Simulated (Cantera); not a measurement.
Input (Python, Cantera) and output of one run.

```python
import numpy as np
import cantera as ct

gas_names = """
    H HO2 H2 H2O H2O2 O OH O2 O3 Ti TiO TiO2
""".split()
cond_names = """
    H2O(s) H2O(L) Ti(a) Ti(b) Ti(L) TiO(a) TiO(b) TiO(L) TiO2(ru) TiO2(L) Ti2O3(a) Ti2O3(b) Ti2O3(L)
    Ti3O5(a) Ti3O5(b) Ti3O5(L) Ti4O7(s) Ti4O7(L)
""".split()


# ... load() reads the species with a 1 bar reference pressure and builds the phases ...
atoms = {
    'Ti': {'Ti': 1},
    'O2': {'O': 2},
    'H2': {'H': 2},
}
top_T = {}  # K; cautious upper limits of use, not melting points


# ... equilibrate(T, P, feed) seeds the gas with the atoms and calls Mixture.equilibrate('TP', solver="vcs", rtol=1e-11, max_steps=5000) ...
results = []
feed = {'Ti': 1, 'O2': 1.8, 'H2': 78}  # mol
T = 1075  # K
P = 220  # Pa
mix = equilibrate(T, P, feed)
results.append((T, P, feed, dict(zip(mix.species_names, mix.species_moles))))
x = sorted(zip(gas.X, gas.species_names), reverse=True)
print(f"T = {T:g} K  P = {P:g} Pa  gas = {mix.phase_moles(0):.4g} mol")
print("   x: " + "  ".join(f"{s} {v:.3e}" for v, s in x if v > 1e-05))
print("   condensed (mol): " + ("  ".join(f"{mix.phase(i).name} {mix.phase_moles(i):.4g}"
      for i in range(1, mix.n_phases) if mix.phase_moles(i) > 1e-12) or "none"))
```

Result:

```
T = 1075 K  P = 220 Pa  gas = 78 mol
   x: H2 9.795e-01  H2O 2.051e-02
   condensed (mol): TiO2(ru) 1
```

Cantera equilibrium calculation (NASA polynomials, part measured and part estimated; ideal gas, pure solids and liquids).
